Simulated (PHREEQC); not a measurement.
A made-up water analysis in mg/L, 8.6 °C, pH 6.05, pe 12.7:

| constituent | mg/L |
|---|---|
| Na | 5.29 |
| K | 0.000805 |
| Ca | 0.814 |
| Mg | 0.197 |
| Cl | 5.31 |
| S(6) as SO4 | 2.56 |
| Alkalinity as HCO3 | 4.89 |
| F | 0.000826 |

Valence states are taken as typed.

Equilibrium calculation in PHREEQC: ion-association model, phreeqc.dat.

```json
{
  "ionic_strength": "0.000341 mol/kgw",
  "charge_balance_error": "0.7 %"
}
```

```csv
species,molality,activity,log γ
Na+,0.000230,0.000225,-0.009
CO2,0.000212,0.000212,0.000
Cl-,0.000150,0.000147,-0.009
HCO3-,8.10e-5,7.94e-5,-0.009
SO4-2,2.65e-5,2.44e-5,-0.036
Ca+2,2.02e-5,1.86e-5,-0.036
Mg+2,8.07e-6,7.44e-6,-0.035
H+,9.09e-7,8.91e-7,-0.009
CaSO4,7.11e-8,7.11e-8,0.000
F-,4.34e-8,4.25e-8,-0.009
MgSO4,2.72e-8,2.72e-8,0.000
NaSO4-,2.52e-8,2.47e-8,-0.009
K+,2.06e-8,2.02e-8,-0.009
CaHCO3+,1.35e-8,1.32e-8,-0.009
NaHCO3,1.11e-8,1.11e-8,0.000
```

Precipitation was switched off in this run. Species that the database lacks are ignored. Constants without temperature data keep their 25 °C values here.
